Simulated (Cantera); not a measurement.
Cantera run:

```python
import numpy as np
import cantera as ct

gas_names = """
    B BH BH2 BH3 BN B2 H H2 N NH NH2 NH3 N2 N2H2 N2H4
""".split()
cond_names = """
    B(b) B(L) BN(s)
""".split()


# ... load() reads the species with a 1 bar reference pressure and builds the phases ...
atoms = {
    'B2H6': {'B': 2, 'H': 6},
    'NH3': {'N': 1, 'H': 3},
    'N2': {'N': 2},
}
top_T = {'BN(s)': 3200}  # K; cautious upper limits of use, not melting points


# ... equilibrate(T, P, feed) seeds the gas with the atoms and calls Mixture.equilibrate('TP', solver="vcs", rtol=1e-11, max_steps=5000) ...
results = []
T = 1625  # K
P = 41  # Pa
for m in [0.11, 0.22, 0.43, 0.85, 1.7, 3.4, 6.7]:
    feed = {'B2H6': 1, 'NH3': 0.15, 'N2': m}  # mol
    mix = equilibrate(T, P, feed)
    results.append((T, P, feed, dict(zip(mix.species_names, mix.species_moles))))

top = {s: max(r[3][s] / sum(r[3][g] for g in gas_names) for r in results) for s in gas_names}
cols = sorted((s for s in top if top[s] > 1e-05), key=lambda s: -top[s])[:8]
seen = [c for c in cond_names if any(r[3].get(c, 0) > 1e-12 for r in results)]
print("log10 of partial pressures in bar; condensed amounts in mol")
print(f"{'n(N2)':>10s}" + "".join(f"{s[:9]:>10s}" for s in cols + seen))
for T, P, feed, n in results:
    ng = sum(n[g] for g in gas_names)
    print(f"{feed['N2']:10.4g}" + "".join(f"{np.log10(max(n[s] / ng * P / 1e5, 1e-99)):10.3f}" for s in cols)
          + "".join(f"{n.get(c, 0):10.4g}" for c in seen))
```

It prints:

```
log10 of partial pressures in bar; condensed amounts in mol
     n(N2)        H2        N2         H       BH2      B(b)     BN(s)
      0.11    -3.389    -6.927    -5.846    -7.876     1.632    0.3681
      0.22    -3.389    -6.927    -5.846    -7.876     1.412    0.5881
      0.43    -3.389    -6.927    -5.846    -7.876    0.9918     1.008
      0.85    -3.389    -6.927    -5.846    -7.876    0.1518     1.848
       1.7    -3.482    -4.101    -5.893    -9.383         0         2
       3.4    -3.636    -3.750    -5.970    -9.712         0         2
       6.7    -3.835    -3.580    -6.069    -9.995         0         2
```

Cantera equilibrium calculation (NASA polynomials, part measured and part estimated; ideal gas, pure solids and liquids). The feed counts by its element totals alone. Mutual solubility and eutectic melting of coexisting phases are not modelled. The tables' values for BH2 are old estimates; treat these amounts as uncertain.
